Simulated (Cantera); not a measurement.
# Diamond growth

A diamond (100) surface in a fixed gas of H2 with x(CH4) = 0.0092, x(CH3) = 5.8e-05, at 1025 K, 12.0 Torr; coverages are run to steady state.

Cantera simulation using the Harris–Goodwin 1993 mechanism for the reconstructed diamond (100) surface; the numbers are that mechanism's predictions, not measurements.

```json
[
 {"x(H)": "0.0001", "growth (µm/h)": "0.0387", "θ c6HH": "0.605", "θ c6H*": "0.0181", "θ c6*H": "0.346", "θ c6**": "0.00490", "θ c6HM": "0.0174"},
 {"x(H)": "0.00021", "growth (µm/h)": "0.0800", "θ c6HH": "0.583", "θ c6H*": "0.0191", "θ c6*H": "0.365", "θ c6**": "0.00712", "θ c6HM": "0.0181"},
 {"x(H)": "0.00044", "growth (µm/h)": "0.149", "θ c6HH": "0.572", "θ c6H*": "0.0196", "θ c6*H": "0.375", "θ c6**": "0.00893", "θ c6HM": "0.0167"},
 {"x(H)": "0.00093", "growth (µm/h)": "0.245", "θ c6HH": "0.569", "θ c6H*": "0.0200", "θ c6*H": "0.382", "θ c6**": "0.0102", "θ c6HM": "0.0133"},
 {"x(H)": "0.002", "growth (µm/h)": "0.350", "θ c6HH": "0.570", "θ c6H*": "0.0202", "θ c6*H": "0.387", "θ c6**": "0.0109", "θ c6HM": "0.00897"},
 {"x(H)": "0.0041", "growth (µm/h)": "0.431", "θ c6HH": "0.571", "θ c6H*": "0.0204", "θ c6*H": "0.390", "θ c6**": "0.0113", "θ c6HM": "0.00543"},
 {"x(H)": "0.0087", "growth (µm/h)": "0.488", "θ c6HH": "0.572", "θ c6H*": "0.0205", "θ c6*H": "0.392", "θ c6**": "0.0115", "θ c6HM": "0.00291"},
 {"x(H)": "0.018", "growth (µm/h)": "0.520", "θ c6HH": "0.573", "θ c6H*": "0.0206", "θ c6*H": "0.393", "θ c6**": "0.0116", "θ c6HM": "0.00150"},
 {"x(H)": "0.038", "growth (µm/h)": "0.537", "θ c6HH": "0.573", "θ c6H*": "0.0207", "θ c6*H": "0.393", "θ c6**": "0.0117", "θ c6HM": "0.000734"}
]
```
θ: site fractions in the mechanism's names (c6HH fully hydrogenated, c6H* and c6*H radical sites, c6** diradical, c6HM methylated).
